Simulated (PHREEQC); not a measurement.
30 mol of Thenardite (Na2SO4) is brought to equilibrium with 1 kg of water holding 0.82 mol/kgw LiCl, at 25 °C and several pressures. The system is closed to CO2. Only these solids could form: Thenardite, Halite, Mirabilite.

Equilibrium calculation in PHREEQC: Pitzer model, pitzer.dat.

```json
[
 {"P (atm)": "1", "dissolved Na (mol/kgw)": "5.49", "dissolved S (mol/kgw)": "2.75", "Mirabilite (mol)": "2.98"},
 {"P (atm)": "50", "dissolved Na (mol/kgw)": "5.50", "dissolved S (mol/kgw)": "2.75", "Mirabilite (mol)": "3.03"},
 {"P (atm)": "100", "dissolved Na (mol/kgw)": "5.51", "dissolved S (mol/kgw)": "2.75", "Mirabilite (mol)": "3.08"},
 {"P (atm)": "200", "dissolved Na (mol/kgw)": "5.50", "dissolved S (mol/kgw)": "2.75", "Mirabilite (mol)": "3.18"},
 {"P (atm)": "300", "dissolved Na (mol/kgw)": "5.47", "dissolved S (mol/kgw)": "2.73", "Mirabilite (mol)": "3.27"},
 {"P (atm)": "400", "dissolved Na (mol/kgw)": "5.42", "dissolved S (mol/kgw)": "2.71", "Mirabilite (mol)": "3.35"},
 {"P (atm)": "500", "dissolved Na (mol/kgw)": "5.36", "dissolved S (mol/kgw)": "2.68", "Mirabilite (mol)": "3.42"},
 {"P (atm)": "600", "dissolved Na (mol/kgw)": "5.29", "dissolved S (mol/kgw)": "2.64", "Mirabilite (mol)": "3.49"},
 {"P (atm)": "800", "dissolved Na (mol/kgw)": "5.12", "dissolved S (mol/kgw)": "2.56", "Mirabilite (mol)": "3.61"},
 {"P (atm)": "1000", "dissolved Na (mol/kgw)": "4.95", "dissolved S (mol/kgw)": "2.48", "Mirabilite (mol)": "3.69"}
]
```
